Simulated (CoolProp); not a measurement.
Vapour-liquid equilibrium of ethane (1) + hydrogen chloride (2) at 66.3 kPa; x and y are mole fractions of (1).

Values from CoolProp's multi-fluid Helmholtz-energy mixture model, Bücker 2006 and Thol 2018; pair parameters Bell 2016.

| x | bubble temperature (K) | y at the bubble point | dew temperature at overall composition x (K) | liquid density (mol/L) |
|---|---|---|---|---|
| 0.05 | 176.6 | 0.274 | 180.3 | 32.01 |
| 0.125 | 173.5 | 0.436 | 179.1 | 30.46 |
| 0.2 | 172.3 | 0.498 | 177.9 | 28.95 |
| 0.275 | 171.9 | 0.524 | 176.6 | 27.53 |
| 0.35 | 171.7 | 0.535 | 175.2 | 26.22 |
| 0.425 | 171.7 | 0.541 | 173.8 | 25.03 |
| 0.5 | 171.6 | 0.547 | 172.3 | 23.93 |
| 0.575 | 171.6 | 0.556 | 171.7 | 22.93 |
| 0.65 | 171.7 | 0.571 | 172.4 | 22.01 |
| 0.725 | 171.9 | 0.596 | 173.4 | 21.16 |
| 0.8 | 172.3 | 0.640 | 174.4 | 20.37 |
| 0.875 | 173.2 | 0.714 | 175.4 | 19.62 |
| 0.95 | 175.0 | 0.847 | 176.4 | 18.88 |

y crosses x between x = 0.5 and 0.575: the model has an azeotrope there.

Pair parameters are fitted to limited data, so mixtures are less certain than the pure fluids.
